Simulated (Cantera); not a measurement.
Feed: 1 mol Si, 7.2 mol HF, 1.1 mol F₂, held at 1425 K and 9.80 Pa.

Method: chemical equilibrium by Gibbs-energy minimisation in Cantera with the NASA 1993 tables (ideal gas, pure condensed phases). Candidate condensed phases: Si; 25 gas species. The tables' values for SiF₃ are old estimates; treat these amounts as uncertain. Equilibrium is a limit: real reactors are often held back by kinetics, nucleation or transport.

Base state: HF 0.740, SiF₄ 0.136, H₂ 0.123, SiF₃ 0.000734, H 0.000241 (mole fractions); condensed: gas only.

Task: What changes in the equilibrium state with this change: F₂ from 1.1 to 4 mol?

Result: 
```csv
species,before,after
HF,0.740,0.590
F,2.26e-8,0.328
SiF₄,0.136,0.0820
H₂,0.123,<1e-9
SiF₃,0.000734,<1e-9
H,0.000241,<1e-9
```
